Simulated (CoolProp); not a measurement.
Properties of the fluoroketone C6F12O (FK-5-1-12) along the isobar 101 kPa (Tc = 441.8 K, pc = 1869 kPa, ω = 0.471).

Model: reference Helmholtz-energy equation of state, McLinden 2015, in CoolProp.

```
T (K)  phase  density (kg/m³)  Joule-Thomson coefficient (K/MPa)  isothermal compressibility (1/MPa)  expansivity (1/kK)
-----  -----  ---------------  ---------------------------------  ----------------------------------  ------------------
347.6    gas            11.60                              18.38                               10.42               3.439
364.5    gas            10.97                              15.53                               10.32               3.179
381.4    gas            10.41                              13.29                               10.25               2.965
398.4    gas            9.915                              11.46                               10.19               2.785
415.3    gas            9.472                              9.974                               10.15               2.631
432.3    gas            9.068                              8.749                               10.11               2.496
449.2    gas            8.703                              7.746                               10.08               2.378
466.1    gas            8.367                              6.912                               10.06               2.274
483.1    gas            8.057                              6.208                               10.04               2.179
500      gas            7.771                              5.615                               10.02               2.093
```
